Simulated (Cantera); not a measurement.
## SiCl₄ + NH₃ (silicon nitride deposition)

Feed: 1 mol SiCl₄, 4.9 mol NH₃, equilibrated at 2098.15 K and 53.0 Pa.

Equilibrium computed with Cantera from the NASA thermochemical tables; the gas is ideal and each condensed phase is pure. Candidate condensed phases: NH₄Cl, Si, Si₃N₄; 28 gas species. The tables' values for SiCl, SiN, SiCl₃ are old estimates; treat these amounts as uncertain. Gases not in the tables: Si₂H₆ and higher silanes. Rates play no part.

```yaml
x(H₂): 0.416
x(HCl): 0.204
x(N₂): 0.187
x(H): 0.0863
x(Si): 0.0378
x(SiCl₂): 0.0327
x(Cl): 0.0311
x(SiCl): 0.00520
x(SiH): 0.000306
gas_amount: 13.10 mol
log10 activity of Si(l) (absent): -0.81
```
